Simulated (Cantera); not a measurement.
Input: 1 mol Ca(OH)2, 0.12 mol H2, 0.29 mol H2O, equilibrated at 1152 °C and 24.0 mbar.

Equilibrium computed with Cantera from the NASA thermochemical tables; the gas is ideal and each condensed phase is pure. Candidate condensed phases: Ca, CaO, Ca(OH)2, H2O; 14 gas species. Equilibrium is a limit: real reactors are often held back by kinetics, nucleation or transport.

Base state: H2O 0.915, H2 0.0851, H 1.28e-5 (mole fractions); condensed: CaO(s).

Problem. What changes in the equilibrium state with this change: 0.0084 mol CO2 added?

Solution. 
| species | before | after |
|---|---|---|
| H2O | 0.915 | 0.910 |
| H2 | 0.0851 | 0.0836 |
| CO2 | 0 | 0.00490 |
| CO | 0 | 0.00102 |
| H | 1.28e-5 | 1.27e-5 |
| CaO(s), mol | 1.00 | 1.00 |
Further candidate phases: C, C6H6, C7H8, C8H18, CaCO3.

Problem. What changes in the equilibrium state with this change: 0.0013 mol Cl2 added?

Solution. 
```
species       before    after
-----------  -------  -------
H2O            0.915    0.914
H2            0.0851   0.0841
HCl                0  0.00184
H            1.28e-5  1.28e-5
CaO(s), mol     1.00    1.000
```
Condensed phases not in the tables: oxide chlorides. Further candidate phases: CaCl2.
